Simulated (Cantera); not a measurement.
Mixture: H2 : O2 : N2 = 1 : 0.65 : 4.59 (molar parts), at 1000000 Pa, adiabatic and at constant pressure. Ignition delay is the time to a rise of 400 K.

Cantera simulation using GRI-Mech 3.0 (53 species, 325 reactions); the numbers are that mechanism's predictions, not measurements. The hydrogen kinetics of GRI-Mech 3.0 are dated; newer H2 mechanisms differ, most at raised pressure. Where the delays flatten at high temperature, the 400 K rule measures the pace of heat release, not the induction time.

Problem. Predict: delay at 1023 K; delay at 1223 K; delay at 1423 K; delay at 1623 K; delay at 1823 K.

Solution. 
```json
{
 "delay at 1023 K": "7.93 ms",
 "delay at 1223 K": "34.2 µs",
 "delay at 1423 K": "3.35 µs",
 "delay at 1623 K": "1.74 µs",
 "delay at 1823 K": "1.30 µs"
}
```
